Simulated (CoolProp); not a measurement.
Saturation properties of sulfur dioxide.

Computed with CoolProp (reference Helmholtz-energy equation of state, Gao 2016).

| T (K) | p (MPa) | liquid density (kg/m³) | vapour density (kg/m³) | enthalpy of vaporisation (kJ/kg) | liquid cp (kJ/(kg K)) |
|---|---|---|---|---|---|
| 255.1 | 0.06982 | 1482 | 2.155 | 396.6 | 1.359 |
| 272.7 | 0.1526 | 1436 | 4.477 | 380.9 | 1.366 |
| 290.4 | 0.3002 | 1388 | 8.454 | 364.2 | 1.382 |
| 308.1 | 0.5404 | 1338 | 14.78 | 345.9 | 1.409 |
| 325.7 | 0.9030 | 1285 | 24.28 | 325.9 | 1.449 |
| 343.4 | 1.428 | 1227 | 38.28 | 303.3 | 1.509 |
| 361.1 | 2.152 | 1163 | 58.53 | 277.3 | 1.603 |
| 378.8 | 3.118 | 1088 | 88.03 | 246.4 | 1.762 |
| 396.4 | 4.367 | 997.9 | 132.5 | 207.9 | 2.080 |
| 414.1 | 5.973 | 873.2 | 209.3 | 153.8 | 3.082 |

It boils at 263.1 K under 1 atm.
